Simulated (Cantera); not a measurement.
CH3Cl + Si (fluorocarbon and chlorocarbon gases)

A closed system holds: 1 mol CH3Cl, 0.016 mol Si, equilibrated at 308 Torr.

Equilibrium computed with Cantera from the NASA thermochemical tables; the gas is ideal and each condensed phase is pure. Candidate condensed phases: C, C6H6, C7H8, C8H18, Si, SiC; 123 gas species. Ions and electrons are included (thermal ionisation). The tables' values for SiCl, SiCl3, CCl are old estimates; treat these amounts as uncertain. Gases not in the tables: Si2H6 and higher silanes. Kinetics and transport are ignored.

```tsv
T (K)	x H	x H2	x HCl	x Cl	x C	x C3	x C2H2 (acetylene)	x C2	x C2H	n C(graphite)
2000	0.00181	0.507	0.481	0.00128	7.43e-11	6.76e-11	0.000390	5.72e-12	2.60e-8	0.998
2250	0.00821	0.502	0.475	0.00563	8.89e-9	1.59e-8	0.00168	1.40e-9	1.09e-6	0.993
2500	0.0274	0.486	0.455	0.0181	4.06e-7	1.21e-6	0.00526	1.12e-7	2.13e-5	0.978
2750	0.0717	0.450	0.412	0.0455	9.21e-6	4.12e-5	0.0127	3.98e-6	0.000234	0.941
3000	0.153	0.383	0.338	0.0918	0.000124	0.000761	0.0238	7.73e-5	0.00163	0.861
3250	0.268	0.286	0.235	0.148	0.00111	0.00883	0.0347	0.000943	0.00776	0.658
3500	0.384	0.173	0.127	0.187	0.00654	0.0525	0.0303	0.00652	0.0212	0
3750	0.505	0.104	0.0649	0.207	0.0183	0.0533	0.00908	0.0125	0.0176	0
4000	0.578	0.0539	0.0306	0.214	0.0419	0.0431	0.00221	0.0192	0.0116	0
4250	0.605	0.0260	0.0141	0.212	0.0797	0.0276	0.000462	0.0235	0.00626	0
4500	0.607	0.0126	0.00670	0.207	0.125	0.0128	8.33e-5	0.0219	0.00272	0
4750	0.602	0.00646	0.00341	0.203	0.161	0.00414	1.31e-5	0.0154	0.000951	0
5000	0.599	0.00355	0.00187	0.201	0.181	0.00107	2.01e-6	0.00892	0.000296	0
```
x: gas mole fraction; n: condensed amount in mol.

From 2000 K to 3250 K the condensed part is C(graphite). From 3500 K to 5000 K nothing is condensed. The main Si-bearing gas is SiCl2 at 2000 K and Si at 5000 K.
